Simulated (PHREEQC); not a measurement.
Make-up at 20 °C: 180 mmol/kgw HF, 0.36 mmol/kgw CsF, 0.39 mmol/kgw (NH4)2SiF6 and 9.8 mmol/kgw H3PO4. Closed to the air; pH follows from the charge balance.

All values are PHREEQC results (ion-association model, wateq4f.dat), not measurements.

This is a speciation only: nothing precipitates in the calculation.

Q: Estimate the pH, ionic strength.

A: pH 1.92; ionic strength 0.0149 mol/kgw.

Q: In which forms is P present?

A: H3PO4 60 %, H2PO4- 40 % of the P.

Complexes and solids missing from the database can't appear. wateq4f.dat counts part of the HF as a dimer, H2F2, which phreeqc.dat doesn't know; its constant is uncertain. H3PO4, which wateq4f.dat lacks, is added to it with the constant of phreeqc.dat. SiF6-2 is the database's only silicon fluoride.
